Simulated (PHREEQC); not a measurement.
PHREEQC input (Pitzer model, pitzer.dat):

```
SOLUTION 1
  temp 25
  units mol/kgw
  pH 7 charge
  K 3.6
END
SELECTED_OUTPUT 1
  -reset false
  -pH true
  -pe true
  -ionic_strength true
  -water true
  -totals C K
  -molalities H+ K+ CO3-2 OH- HCO3- CO2
  -saturation_indices Kalicinite
USER_PUNCH 1
  -headings p_CO2(g) phi_CO2(g) p_H2O(g) phi_H2O(g) density
  10 PUNCH PR_P("CO2(g)"), PR_PHI("CO2(g)"), PR_P("H2O(g)"), PR_PHI("H2O(g)"), RHO
PRINT
  -reset false
USE solution 1
REACTION_TEMPERATURE 1
  100
GAS_PHASE 1
  -fixed_pressure
  -pressure 2
  -temperature 100
  -volume 20
  CO2(g) 2
  H2O(g) 0
END
# ... the last block is repeated for the other 12 points of P (atm)
```

Selected output (columns that matter, 12 of 13 rows; P (atm) added in front):

```
P (atm)	pH	mu	C	K	m_H+	m_K+	m_CO3-2	m_OH-	si_Kalicinite	p_CO2(g)	phi_CO2(g)	p_H2O(g)	phi_H2O(g)	density
2	12.416	4.7979	1.2831	3.5169	2.575e-12	3.5169	1.2809	0.95292	-2.6773	4.0694e-07	1.0019	2	0.98274	1.125
5	8.2274	3.8889	3.2919	3.58	2.1693e-08	3.58	0.30893	0.00010015	0.4492	3.8226	0.98761	1.1774	0.96733	1.134
10	7.7865	3.7539	3.5338	3.6119	5.5105e-08	3.6119	0.14201	3.8063e-05	0.5104	9.0781	0.97373	0.92188	0.94344	1.1353
20	7.4953	3.7087	3.6789	3.6289	1.0451e-07	3.6289	0.079772	1.9849e-05	0.5404	19.024	0.94772	0.97556	0.89399	1.1363
30	7.3331	3.6946	3.7717	3.6375	1.5019e-07	3.6375	0.057086	1.3783e-05	0.5575	28.965	0.92249	1.0349	0.846	1.1369
40	7.2229	3.6897	3.8477	3.6444	1.9256e-07	3.6444	0.045356	1.0754e-05	0.5713	38.9	0.89795	1.0999	0.79938	1.1376
75	7.0028	3.6979	4.0589	3.6691	3.1764e-07	3.6691	0.028755	6.5671e-06	0.6123	73.619	0.81751	1.3811	0.64682	1.1398
100	6.9162	3.7166	4.1808	3.6924	3.8755e-07	3.6924	0.024225	5.42e-06	0.6403	98.352	0.76532	1.6482	0.54848	1.1415
150	6.8164	3.7812	4.3856	3.7609	4.8895e-07	3.7609	0.020325	4.3573e-06	0.6984	147.6	0.67551	2.4006	0.38578	1.1458
200	6.7621	3.8667	4.5561	3.8478	5.5677e-07	3.8478	0.018934	3.8802e-06	0.7585	196.6	0.60693	3.3978	0.2793	1.1507
300	6.6944	4.013	4.8059	3.9952	6.5593e-07	3.9952	0.017838	3.4053e-06	0.8684	294.43	0.52268	5.5702	0.17929	1.1593
400	6.6426	4.1105	4.974	4.0933	7.4229e-07	4.0933	0.017187	3.1372e-06	0.964	392.31	0.48023	7.6905	0.13698	1.166
```

Along this series the solution becomes supersaturated in solids that the run did not let form, among them Kalicinite. In brines, pH and single-ion activities rest on the MacInnes convention. At this temperature some constants are extrapolated from 25 °C, and those without enthalpy data are left unchanged.
